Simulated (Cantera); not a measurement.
Input: 1 mol FeS, 0.051 mol SO₂, a varied amount of H₂O, equilibrated at 775 K and 15000 Pa.

Points: n(H2O) (mol) = 0.06, 0.093, 0.14, 0.22, 0.34, 0.53, 0.82, 1.3, 2, 3.

Cantera's Mixture.equilibrate('TP', solver="vcs", rtol=1e-11, max_steps=5000) on the NASA tables stopped like this:

```
T = 775 K  P = 15000 Pa  n(H2O) = 0.06 mol  gas = 0.0604 mol
   x: H2O 9.824e-01  H2S 1.031e-02  SO2 6.423e-03
   condensed (mol): FeS(c) 0.7972  FeS2(s) 0.1264  Fe3O4(s) 0.02547

*******************************************************************************
CanteraError thrown by VCS_SOLVE::solve_tp_inner:
vcs_solve_TP: ERROR on step change wt[24:Fe(OH)3(s)]: -3.469446951953614e-18 < 0.0
*******************************************************************************
```

What got this run through?

Several could match; the one computed here: The failure is numerical, not chemical. The same input converged with solver="gibbs", rtol=1e-10, max_steps=50000, and the result passed a check of the equilibrium conditions:
```
T = 775 K  P = 15000 Pa  n(H2O) = 0.06 mol  gas = 0.0604 mol
   x: H2O 9.824e-01  H2S 1.031e-02  SO2 6.423e-03
   condensed (mol): FeS(c) 0.7972  FeS2(s) 0.1264  Fe3O4(s) 0.02547
T = 775 K  P = 15000 Pa  n(H2O) = 0.093 mol  gas = 0.09362 mol
   x: H2O 9.824e-01  H2S 1.031e-02  SO2 6.423e-03
   condensed (mol): FeS(c) 0.7979  FeS2(s) 0.1258  Fe3O4(s) 0.02546
T = 775 K  P = 15000 Pa  n(H2O) = 0.14 mol  gas = 0.1409 mol
   x: H2O 9.824e-01  H2S 1.031e-02  SO2 6.423e-03
   condensed (mol): FeS(c) 0.7988  FeS2(s) 0.1249  Fe3O4(s) 0.02543
T = 775 K  P = 15000 Pa  n(H2O) = 0.22 mol  gas = 0.2215 mol
   x: H2O 9.824e-01  H2S 1.031e-02  SO2 6.423e-03
   condensed (mol): FeS(c) 0.8004  FeS2(s) 0.1234  Fe3O4(s) 0.0254
T = 775 K  P = 15000 Pa  n(H2O) = 0.34 mol  gas = 0.3423 mol
   x: H2O 9.824e-01  H2S 1.031e-02  SO2 6.423e-03
   condensed (mol): FeS(c) 0.8028  FeS2(s) 0.1212  Fe3O4(s) 0.02534
T = 775 K  P = 15000 Pa  n(H2O) = 0.53 mol  gas = 0.5335 mol
   x: H2O 9.824e-01  H2S 1.031e-02  SO2 6.423e-03
   condensed (mol): FeS(c) 0.8066  FeS2(s) 0.1176  Fe3O4(s) 0.02525
T = 775 K  P = 15000 Pa  n(H2O) = 0.82 mol  gas = 0.8254 mol
   x: H2O 9.824e-01  H2S 1.031e-02  SO2 6.423e-03
   condensed (mol): FeS(c) 0.8124  FeS2(s) 0.1122  Fe3O4(s) 0.02511
T = 775 K  P = 15000 Pa  n(H2O) = 1.3 mol  gas = 1.309 mol
   x: H2O 9.824e-01  H2S 1.031e-02  SO2 6.423e-03
   condensed (mol): FeS(c) 0.822  FeS2(s) 0.1033  Fe3O4(s) 0.02489
T = 775 K  P = 15000 Pa  n(H2O) = 2 mol  gas = 2.013 mol
   x: H2O 9.824e-01  H2S 1.031e-02  SO2 6.423e-03
   condensed (mol): FeS(c) 0.836  FeS2(s) 0.0903  Fe3O4(s) 0.02456
T = 775 K  P = 15000 Pa  n(H2O) = 3 mol  gas = 3.02 mol
   x: H2O 9.824e-01  H2S 1.031e-02  SO2 6.423e-03
   condensed (mol): FeS(c) 0.8561  FeS2(s) 0.0717  Fe3O4(s) 0.02408
```

The gas is ideal and each condensed phase is pure. FeS: taken at fixed stoichiometry. Gases not in the tables: S3 to S7.
